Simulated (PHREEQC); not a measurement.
A column of 1 m (30 cells, dispersivity 0.08 m, 3600 s a shift, diffusion coefficient 3e-10 m²/s) holds 0.059 eq of the database's cation exchanger X per kg of pore water, first in equilibrium with 0.00076 mol/kgw LiCl, 0.00095 mol/kgw CdCl2 and 1e-05 mol/kgw HCl. It is flushed with 0.54 mmol/kgw CaCl2, 61 mmol/kgw KBr and 0.01 mmol/kgw HCl, at 25 °C. Values are for the last cell. CO2 from the air is kept out. No solid was allowed to form.

Base run: PHREEQC, ion-association model, phreeqc.dat. Each further column changes one thing. The table gives K in solution (mol/kgw).

```
pore volumes     base  exchange capacity from 0.059 to 0.029 eq/kgw  dispersivity from 0.08 to 0.16 m
------------  -------  --------------------------------------------  --------------------------------
0                   0                                             0                                 0
0.2833              0                                    (withheld)                          3.33e-10
0.6833        1.57e-5                                      0.000489                          0.000400
1.083         0.00211                                        0.0117                           0.00600
1.35          0.00801                                        0.0272                            0.0137
1.617          0.0180                                        0.0422                        (withheld)
2.017          0.0363                                        0.0548                            0.0370
2.417          0.0505                                        0.0591                            0.0475
2.683          0.0557                                        0.0602                        (withheld)
2.95           0.0584                                        0.0606                            0.0553
3.35           0.0601                                        0.0609                            0.0581
3.75           0.0607                                        0.0610                            0.0595
4.017          0.0609                                        0.0610                            0.0600
```

Problem. Fill in the missing entries.

Solution. 
- 0.2833, exchange capacity from 0.059 to 0.029 eq/kgw: 1.02e-11
- 1.617, dispersivity from 0.08 to 0.16 m: 0.0231
- 2.683, dispersivity from 0.08 to 0.16 m: 0.0522
